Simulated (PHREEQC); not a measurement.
A solution holds 0.23 mol Pb(NO3)2, 4e-05 mol CaCl2 and 3e-05 mol H2SO4 per kg of water, at 25 °C. It is in equilibrium with CO2 at log p = -3.4 (atm). Otherwise closed; pH follows from the charge balance.

The numbers come from PHREEQC with the ion-association model, phreeqc.dat.

No solid was allowed to form.

Task: Order these C species by the share of C that they hold, largest first: HCO3-, CO2, PbHCO3+.

Result: CO2 (86 %), PbHCO3+ (13 %), HCO3- (0.59 %)

The pH is 3.99 and the ionic strength 0.439 mol/kgw. Saturation is exceeded, for instance for Anglesite; the values hold only as long as no solid forms.
